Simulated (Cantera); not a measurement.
## Low-pressure radical oxidation in H2/O2

An isothermal, constant-pressure homogeneous reactor starts with H2 : O2 : N2 = 0.12 : 1 : 0.068 (molar parts), equivalence ratio 0.060, at 1025 K and 0.0267 bar.

Cantera simulation using GRI-Mech 3.0 (53 species, 325 reactions); the numbers are that mechanism's predictions, not measurements. Radical loss at walls, strong at low pressure, is not modelled. The temperature is held fixed by assumption; the heat of reaction is taken as removed at once.

| t (s) | x H2 | x O2 | x H2O | x O | x H | x HO2 |
|---|---|---|---|---|---|---|
| 1.00e-6 | 0.101 | 0.842 | <1e-12 | <1e-12 | 3.19e-12 | 3.21e-12 |
| 6.99e-6 | 0.101 | 0.842 | <1e-12 | 1.16e-12 | 2.14e-11 | 2.25e-11 |
| 4.89e-5 | 0.101 | 0.842 | 2.65e-11 | 4.65e-11 | 1.36e-10 | 1.58e-10 |
| 0.000342 | 0.101 | 0.842 | 6.74e-9 | 3.60e-9 | 4.10e-9 | 1.23e-9 |
| 0.00239 | 0.0224 | 0.803 | 0.0620 | 0.0210 | 0.0293 | 1.74e-5 |
| 0.0167 | 0.000185 | 0.832 | 0.106 | 0.00121 | 0.000158 | 8.08e-6 |
| 0.117 | 3.20e-6 | 0.833 | 0.106 | 2.44e-5 | 4.43e-7 | 5.72e-7 |
| 0.818 | 1.15e-7 | 0.833 | 0.106 | 1.34e-6 | 5.70e-9 | 4.04e-8 |
| 5.72 | 9.63e-9 | 0.833 | 0.106 | 1.33e-7 | 1.77e-10 | 4.50e-9 |
| 40.0 | 1.14e-9 | 0.833 | 0.106 | 1.66e-8 | 7.78e-12 | 1.08e-9 |
x: mole fraction; the columns are a selection and need not sum to one.

Equilibrium at this temperature and pressure: H2 1.30e-10, O2 0.833, H2O 0.106, O 1.86e-9, H <1e-12, HO2 1.61e-9 (gas phase only).
